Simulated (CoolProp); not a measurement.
Properties of R1132(E) along the isotherm 400 K.

Values from CoolProp's reference Helmholtz-energy equation of state, Akasaka 2024.

```tsv
p (MPa)	phase	density (kg/m³)	speed of sound (m/s)	Joule-Thomson coefficient (K/MPa)	fugacity coefficient
0.542	gas	10.68	238.6	7.110	0.9776
1.08	gas	21.80	234.6	7.190	0.9556
1.62	gas	33.53	230.6	7.269	0.9338
2.17	gas	46.15	226.4	7.347	0.9118
2.71	gas	59.27	222.3	7.419	0.8904
3.25	gas	73.22	218.1	7.484	0.8693
3.79	gas	88.11	213.9	7.538	0.8484
4.33	gas	104.1	209.7	7.579	0.8278
4.88	gas	121.6	205.4	7.601	0.8070
5.42	supercritical	140.3	201.3	7.598	0.7868
5.96	supercritical	160.6	197.4	7.561	0.7668
6.5	supercritical	182.8	193.7	7.480	0.7471
```
